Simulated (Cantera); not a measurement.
Mixture: 7.26 % CH4, 9.44 % CO, 17.5 % O2, 65.8 % N2, equivalence ratio 1.1, at 750 Torr, adiabatic and at constant volume. Ignition delay is the time to a rise of 400 K.

Cantera simulation using GRI-Mech 3.0 (53 species, 325 reactions); the numbers are that mechanism's predictions, not measurements.

Task: At T0 = 1500 K, what is the delay, and which 8 reactions control it most (d ln τ / d ln k, from doubling and halving each rate constant)?

Result: The delay is 1.14 ms.
```
reaction                  d ln τ / d ln k   faster rate
------------------------  ---------------  ------------
CH3 + O2 <=> CH3O + O               -0.52   shortens it
H + O2 <=> O + OH                   -0.41   shortens it
2 CH3 (+M) <=> C2H6 (+M)             0.39  lengthens it
CH4 + H <=> CH3 + H2                 0.33  lengthens it
CH3 + O2 <=> CH2O + OH              -0.22   shortens it
CH4 + OH <=> CH3 + H2O               0.20  lengthens it
CH3 + HO2 <=> CH3O + OH             -0.17   shortens it
2 CH3 <=> C2H5 + H                  -0.15   shortens it
```
